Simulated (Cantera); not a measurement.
Feed: 1 mol SiO2, 5 mol CH4, 7.3 mol N2, held at 2302 °C and 13.3 mbar.

These are equilibrium values from Cantera (NASA tables, ideal gas, pure condensed phases), not measurements of a reactor. Candidate condensed phases: C, C6H6, C7H8, C8H18, H2O, Si, SiC, SiO2, Si2N2O, Si3N4; 151 gas species. The tables' values for SiN are old estimates; treat these amounts as uncertain. Gases not in the tables: Si2H6 and higher silanes. Kinetics and transport are ignored.

Base state: H2 0.341, N2 0.312, H 0.175, CO 0.0896, Si 0.0316, HCN 0.0277, SiC2 0.0101, C2H2 (acetylene) 0.00502 (mole fractions); condensed: C(graphite).

### Question
What changes in the equilibrium state with this change: pressure from 13.3 mbar to 1.20 mbar?

### Answer
```
species             before    after
----------------  --------  -------
H                    0.175    0.412
N2                   0.312    0.272
H2                   0.341    0.170
HCN                 0.0277   0.0183
CO                  0.0896   0.0779
SiC2                0.0101  0.00935
Si                  0.0316   0.0292
SiH2               2.34e-5  9.69e-7
SiO               0.000422  3.05e-5
Si2C              0.000989  7.60e-5
C(graphite), mol      1.58     1.64
```

### Question
What changes in the equilibrium state with this change: temperature from 2302 °C to 1377 °C?

### Answer
```tsv
species	before	after
H2	0.341	0.517
N2	0.312	0.378
CO	0.0896	0.103
H	0.175	0.000566
SiC2	0.0101	1.39e-9
Si	0.0316	2.49e-7
HCN	0.0277	0.00122
SiO	0.000422	0.000358
Si2C	0.000989	1.10e-9
C2H	0.000216	<1e-9
C3	0.000116	<1e-9
C(graphite), mol	1.58	1.99
SiC(s), mol	0	0.993
```
